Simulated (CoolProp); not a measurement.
100 sccm (0 °C, 1 atm) of nitrogen bubbles through liquid ethanol at 278.3 K and leaves saturated at a total pressure of 0.0224 MPa (ideal gas phase). Each further row changes one setting.

Model: reference Helmholtz-energy equation of state, Schroeder 2014, in CoolProp.

| case | vapour pressure (kPa) | mole fraction of vapour | delivery (mg/min) | delivery (sccm) | change of delivery for a bath 1 K warmer (%) |
|---|---|---|---|---|---|
| as stated | 2.28 | 0.102 | 23.3 | 11.4 | 7.8 |
| bath temperature 283.3 K | 3.18 | 0.142 | 34.0 | 16.5 | 7.9 |
| total pressure 0.0448 MPa | 2.28 | 0.0510 | 11.0 | 5.37 | 7.4 |
